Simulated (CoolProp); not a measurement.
Vapour-liquid equilibrium of R22 (1) + R134a (2) at 337.4 K; x and y are mole fractions of (1).

Values from CoolProp's multi-fluid Helmholtz-energy mixture model, Kamei 1995 and Tillner-Roth 1994; pair parameters Bell 2016.

Give the bubble pressure and the first vapour's composition at x = 0.25, 0.55, 0.65. Is there an azeotrope?

x = 0.25: 2.091 MPa, y = 0.299; x = 0.55: 2.340 MPa, y = 0.600; x = 0.65: 2.416 MPa, y = 0.692. No azeotrope shows between x = 0.05 and 0.95.

The pair parameters rest on a limited set of measurements; away from them the model extrapolates.
